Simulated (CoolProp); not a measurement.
CHF3 (R23) at several states: Z from the reference equation and from simpler models built on Tc = 299.3 K, pc = 4832 kPa, ω = 0.263; each cubic takes its own stable root.

Values from CoolProp's reference Helmholtz-energy equation of state, Penoncello 2003.

| T (K) | p (kPa) | phase | reference |
|---|---|---|---|
| 385.5 | 495 | gas | 0.9849 |
| 311.1 | 340 | gas | 0.9774 |
| 206.6 | 1540 | liquid | 0.04518 |
| 397.3 | 5700 | supercritical | 0.8464 |

Q: How far does each simpler model (van der Waals, Redlich-Kwong, Soave-Redlich-Kwong, Peng-Robinson) lie from the reference over these 4 states: mean and median of the absolute difference, and the worst?

A: 
- van der Waals: mean 20.3 %, median 2.3 %, worst +76.6 % at 206.6 K and 1540 kPa
- Redlich-Kwong: mean 6.0 %, median 1.1 %, worst +21.6 % at 206.6 K and 1540 kPa
- Soave-Redlich-Kwong: mean 5.0 %, median 1.5 %, worst +16.9 % at 206.6 K and 1540 kPa
- Peng-Robinson: mean 1.0 %, median 0.2 %, worst +3.4 % at 206.6 K and 1540 kPa
